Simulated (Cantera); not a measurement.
An isothermal, constant-pressure homogeneous reactor starts with C2H6 : N2 = 1 : 1 (molar parts), at 1100 K and 0.0960 bar. Integrator tolerance rtol = 1e-08.

Detailed kinetics in Cantera: GRI-Mech 3.0 (53 species, 325 reactions). GRI-Mech 3.0 stops at C3 and has no aromatics, soot or wall deposition, so with more carbon than oxygen in the feed, carbon stays in small species such as C2H2 where larger ones or solid carbon would form.

Problem. What does this change do: temperature 1100 to 1350 K?

Solution. 
```csv
quantity,before,after
x(C2H6) at 20.0 s,0.00361 (gas-phase equilibrium 0.000411),1.87e-5 (gas-phase equilibrium 1.46e-5)
x(C2H4) at 20.0 s,0.211 (gas-phase equilibrium 0.0652),0.0129 (gas-phase equilibrium 0.0114)
x(H2) at 20.0 s,0.329 (gas-phase equilibrium 0.117),0.408 (gas-phase equilibrium 0.434)
x(C2H2) at 20.0 s,0.0745 (gas-phase equilibrium 0.0875),0.219 (gas-phase equilibrium 0.183)
x(CH2) at 20.0 s,1.83e-12 (gas-phase equilibrium <1e-12),1.19e-10 (gas-phase equilibrium 1.10e-10)
x(HCN) at 20.0 s,<1e-12 (gas-phase equilibrium 0.0518),1.03e-9 (gas-phase equilibrium 0.0866)
```

Problem. What does this change do: temperature 1100 to 1775 K?

Solution. 
```
quantity                                             before                                      after
-----------------  ----------------------------------------  -----------------------------------------
x(C2H6) at 20.0 s  0.00361 (gas-phase equilibrium 0.000411)    2.33e-8 (gas-phase equilibrium 1.79e-8)
x(C2H4) at 20.0 s      0.211 (gas-phase equilibrium 0.0652)  0.000330 (gas-phase equilibrium 0.000253)
x(H2) at 20.0 s         0.329 (gas-phase equilibrium 0.117)        0.498 (gas-phase equilibrium 0.498)
x(C2H2) at 20.0 s     0.0745 (gas-phase equilibrium 0.0875)        0.249 (gas-phase equilibrium 0.191)
x(CH2) at 20.0 s    1.83e-12 (gas-phase equilibrium <1e-12)    4.64e-8 (gas-phase equilibrium 4.07e-8)
x(HCN) at 20.0 s      <1e-12 (gas-phase equilibrium 0.0518)      1.23e-5 (gas-phase equilibrium 0.116)
```

Problem. What does this change do: temperature 1100 to 1400 K?

Solution. 
| quantity | before | after |
|---|---|---|
| x(C2H6) at 20.0 s | 0.00361 (gas-phase equilibrium 0.000411) | 1.24e-5 (gas-phase equilibrium 6.01e-6) |
| x(C2H4) at 20.0 s | 0.211 (gas-phase equilibrium 0.0652) | 0.00754 (gas-phase equilibrium 0.00694) |
| x(H2) at 20.0 s | 0.329 (gas-phase equilibrium 0.117) | 0.418 (gas-phase equilibrium 0.461) |
| x(C2H2) at 20.0 s | 0.0745 (gas-phase equilibrium 0.0875) | 0.225 (gas-phase equilibrium 0.190) |
| x(CH2) at 20.0 s | 1.83e-12 (gas-phase equilibrium <1e-12) | 3.84e-10 (gas-phase equilibrium 2.76e-10) |
| x(HCN) at 20.0 s | <1e-12 (gas-phase equilibrium 0.0518) | 3.25e-9 (gas-phase equilibrium 0.0911) |
